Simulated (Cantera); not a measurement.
## HMDSO + O₃ + N₂ + CO₂ (silicon oxide and oxynitride deposition)

Charge: 1 mol HMDSO, 0.29 mol O₃, 68 mol N₂, 0.51 mol CO₂, held at 1.30 mbar.

These are equilibrium values from Cantera (NASA tables, ideal gas, pure condensed phases), not measurements of a reactor. Candidate condensed phases: C, C₆H₆, C₇H₈, C₈H₁₈, H₂O, Si, SiC, SiO₂, Si₂N₂O, Si₃N₄; 151 gas species. The feed counts by its element totals alone. N₂ is the only nitrogen source here; it is nearly inert below about 1500 K, so the nitride shown seldom forms there in practice. The numbers say what is thermodynamically allowed, not how fast it happens.

```
T (K)  log p N₂  log p H₂  log p CO  log p H  log p HCN  n C(graphite)  n Si₂N₂O(s)  n SiC(s)
-----  --------  --------  --------  -------  ---------  -------------  -----------  --------
1123      -2.95     -3.82     -4.50    -9.28      -7.91           4.62         1.00         0
1223      -2.95     -3.82     -4.50    -8.43      -7.41           4.62        1.000         0
1323      -2.95     -3.82     -4.50    -7.71      -6.98           4.61        1.000         0
1423      -2.96     -3.83     -4.33    -7.10      -6.62           1.61            0      2.00
1523      -2.96     -3.84     -4.33    -6.55      -6.30           1.60            0      1.99
1623      -2.96     -3.84     -4.33    -6.08      -6.02           1.58            0      1.99
1723      -2.96     -3.84     -4.33    -5.66      -5.78           1.54            0      1.99
1823      -2.96     -3.85     -4.33    -5.29      -5.57           1.48            0      1.98
1923      -2.96     -3.86     -4.33    -4.96      -5.38           1.43            0      1.93
```
log p: log10 of the partial pressure in bar; n: condensed amount in mol.

From 1123 K to 1323 K the condensed part is C(graphite) + Si₂N₂O(s). From 1423 K to 1923 K the condensed part is C(graphite) + SiC(s).
